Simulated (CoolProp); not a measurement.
Saturation properties of R123 (Tc = 456.8 K, pc = 3.662 MPa, ω = 0.282).

Values from CoolProp's reference Helmholtz-energy equation of state, Younglove 1994. It is a modified Benedict-Webb-Rubin equation, recast in Helmholtz form.

```tsv
T (K)	p (MPa)	vapour density (kg/m³)	liquid cp (kJ/(kg K))	vapour viscosity (µPa s)
245.7	0.007856	0.5922	0.9604	8.80
247.7	0.008829	0.6605	0.9624	8.88
249.6	0.009843	0.7313	0.9644	8.95
251.5	0.01095	0.8081	0.9664	9.02
253.4	0.01216	0.8913	0.9684	9.10
255.4	0.01355	0.9863	0.9706	9.17
257.3	0.01500	1.084	0.9726	9.24
259.2	0.01656	1.189	0.9747	9.32
261.2	0.01835	1.309	0.9769	9.39
263.1	0.02020	1.432	0.9790	9.46
265	0.02219	1.563	0.9811	9.53
267	0.02446	1.712	0.9833	9.61
268.9	0.02679	1.864	0.9854	9.68
270.8	0.02929	2.026	0.9876	9.75
```

It boils at 301.0 K under 1 atm.

Viscosity comes from a separate model (Tanaka 1996).
